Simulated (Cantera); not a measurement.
Charge: 1 mol CCl4, 0.5 mol CH4, 0.96 mol H2, held at 7.30 mbar.

Equilibrium computed with Cantera from the NASA thermochemical tables; the gas is ideal and each condensed phase is pure. Candidate condensed phases: C, C6H6, C7H8, C8H18; 91 gas species. Equilibrium is a limit: real reactors are often held back by kinetics, nucleation or transport.

Over these rows the condensed part is C(graphite). Partial pressures as log10 of bar:

| T (K) | 1000/T (1/K) | log p C2H2 (acetylene) | log p HCl | log p Cl | log p H2 | log p H |
|---|---|---|---|---|---|---|
| 1975 | 0.5063 | -6.94 | -2.18 | -3.29 | -3.76 | -4.74 |
| 2175 | 0.4598 | -6.05 | -2.24 | -2.99 | -3.40 | -4.01 |
| 2375 | 0.4211 | -5.40 | -2.35 | -2.75 | -3.19 | -3.45 |
| 2575 | 0.3883 | -4.95 | -2.53 | -2.58 | -3.12 | -3.02 |
| 2775 | 0.3604 | ? | -2.81 | -2.49 | -3.21 | -2.73 |
| 2975 | 0.3361 | -4.73 | -3.21 | -2.47 | -3.49 | -2.58 |

**Question.** Fit log p(C2H2 (acetylene)) = a + b·(1000/T) to the five rows, give the apparent enthalpy, and predict the row at 2775 K.

**Answer.** Means: 1000/T = 0.4223, log p = -5.614. Sxy = -0.226768, Sxx = 0.0170501, so b = -13.30 and a = -5.614 − (-13.30)×0.4223 = 0.00.
Apparent enthalpy: −19.145 × (-13.30) = 255 kJ/mol. With the condensed phases at unit activity, 2 C(graphite) + H2(g) = C2H2 (acetylene)(g) links this pressure to the main gases: over the six rows their terms move log p by +0.27 in all, so the slope isn't that reaction's ΔH° alone. The five rows lie within 0.26 of the line; that is curvature, so one enthalpy describes this range poorly.
Prediction at 2775 K: 0.00 + (-13.30)×0.3604 = -4.79. The computed value is -4.72, 0.07 from the line.
